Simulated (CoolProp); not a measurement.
R115 along the isobar 1.13 MPa: Z from the reference equation and from simpler models built on Tc = 353.1 K, pc = 3.129 MPa, ω = 0.248; each cubic takes its own stable root.

Computed with CoolProp (reference Helmholtz-energy equation of state, Lemmon 2016).

| T (K) | phase | reference | Redlich-Kwong | Peng-Robinson |
|---|---|---|---|---|
| 287 | liquid | 0.05445 | 0.06192 | 0.05199 |
| 293.7 | liquid | 0.05451 | 0.06264 | 0.05245 |
| 300.3 | liquid | 0.05472 | 0.7606 | 0.05318 |
| 313.6 | gas | 0.7823 | 0.7966 | 0.7690 |
| 320.2 | gas | 0.8022 | 0.8114 | 0.7871 |
| 326.8 | gas | 0.8191 | 0.8245 | 0.8031 |
| 333.4 | gas | 0.8338 | 0.8363 | 0.8173 |
| 340.1 | gas | 0.8468 | 0.8471 | 0.8303 |
| 346.7 | gas | 0.8582 | 0.8568 | 0.8419 |
| 353.3 | gas | 0.8684 | 0.8656 | 0.8524 |
| 360 | gas | 0.8777 | 0.8738 | 0.8622 |
| 366.6 | gas | 0.8860 | 0.8812 | 0.8709 |

At some of these states Redlich-Kwong gives the other phase, because its saturation line lies elsewhere.
